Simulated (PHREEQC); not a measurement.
Dissolve 45 mmol/kgw CuCl2, 7.2 mmol/kgw H2SO4 and 1.1 mmol/kgw FeCl3 at 25 °C. It is in equilibrium with CO2 at log p = -1 (atm). Otherwise closed; pH follows from the charge balance.

Equilibrium calculation in PHREEQC: ion-association model, wateq4f.dat.

```csv
quantity,before,after
pH,1.97,2.88
ionic strength (mol/kgw),0.139,0.0151
Cu+2 (mol/kgw),0.0389,0.00427
CuCl+ (mol/kgw),0.00339,6.67e-5
SO4-2 (mol/kgw),0.00278,0.000487
SI of Chalcanthite (CuSO4:5H2O),-2.25,-3.45
SI of Tenorite (CuO),-5.53,-4.44
```

Question: Name the change that produced these shifts.
(A) H2SO4 from 0.0072 to 0.0108 mol/kgw
(B) CuCl2 from 0.045 to 0.009 mol/kgw
(C) CuCl2 from 0.045 to 0.225 mol/kgw
(D) diluted 10-fold with water
(E) FeCl3 replaced by ZnCl2 at the same molality

Answer: D, diluted 10-fold with water

Precipitation was switched off in this run. Some of these states are supersaturated (in Hematite (slow to form), Goethite (slow to form), for instance).
